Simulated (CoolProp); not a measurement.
1,2-dichloroethane along the isobar 7.67 MPa: density (kg/m³) from the reference equation and from simpler models built on Tc = 561.6 K, pc = 5.226 MPa, ω = 0.269; each cubic takes its own stable root.

Model: reference Helmholtz-energy equation of state, Thol 2015, in CoolProp.

| T (K) | phase | reference | Redlich-Kwong | Soave-Redlich-Kwong | Peng-Robinson |
|---|---|---|---|---|---|
| 433.3 | liquid | 1042 | 879.8 | (withheld) | 1032 |
| 442.8 | liquid | 1025 | 863.2 | 896.8 | 1013 |
| 452.3 | liquid | (withheld) | 846.1 | 879.2 | 993.3 |
| 461.9 | liquid | (withheld) | 828.1 | 860.6 | (withheld) |
| 471.4 | liquid | 969.0 | 809.6 | 841.2 | 950.1 |
| 480.9 | liquid | 949.2 | 790.2 | 820.7 | 926.6 |
| 490.5 | liquid | 928.4 | 769.8 | (withheld) | 901.4 |
| 500 | liquid | (withheld) | 748.6 | 775.8 | (withheld) |

Question: Fill in the missing entries.

Answer: 
- 433.3, Soave-Redlich-Kwong: 913.6
- 452.3, reference: 1007
- 461.9, reference: 988.0
- 461.9, Peng-Robinson: 972.2
- 490.5, Soave-Redlich-Kwong: 798.8
- 500, reference: 906.9
- 500, Peng-Robinson: 874.8
